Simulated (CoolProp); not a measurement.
Vapour-liquid equilibrium of isobutene (1) + n-octane (2) at 110 kPa; x and y are mole fractions of (1).

Model: multi-fluid Helmholtz-energy mixture model, Lemmon 2005 and Beckmüller 2019; pair parameters Bell 2016, in CoolProp.

```csv
x,bubble temperature (K),y at the bubble point,dew temperature at overall composition x (K),liquid density (mol/L)
0.05,369.7,0.625,399.9,5.710
0.15,331.4,0.919,395.9,6.300
0.25,312.2,0.970,391.5,(withheld)
0.35,300.4,0.986,386.7,7.248
0.45,292.0,(withheld),381.3,(withheld)
0.55,285.6,0.996,375.1,8.237
0.65,280.5,0.998,367.7,8.784
0.75,276.3,0.999,358.4,9.379
0.85,272.7,0.999,345.4,10.03
0.95,(withheld),1.000,321.6,10.74
```

### Question
What belongs in the gaps?

### Answer

- 0.25, liquid density (mol/L): 6.783
- 0.45, y at the bubble point: 0.992
- 0.45, liquid density (mol/L): 7.728
- 0.95, bubble temperature (K): 269.7

No azeotrope shows between x = 0.05 and 0.95.

Pair parameters are fitted to limited data, so mixtures are less certain than the pure fluids.
